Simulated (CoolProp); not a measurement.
Sulfur hexafluoride at 272.06 K and 0.954 MPa is compressed adiabatically to 4.26 MPa with isentropic efficiency 0.7. Each further row changes one setting.

Values from CoolProp's reference Helmholtz-energy equation of state, Guder 2009.

```tsv
case	work (kJ/kg)	final temperature (K)	final density (kg/m³)
as stated	___	___	___
efficiency 1	___	___	___
efficiency 0.65	___	342.8	___
```

### Question
Fill in the missing entries.

### Answer

- as stated, work (kJ/kg): 25.6
- as stated, final temperature (K): 341.2
- as stated, final density (kg/m³): 367
- efficiency 1, work (kJ/kg): 17.9
- efficiency 1, final temperature (K): 335.5
- efficiency 1, final density (kg/m³): 408
- efficiency 0.65, work (kJ/kg): 27.6
- efficiency 0.65, final density (kg/m³): 358
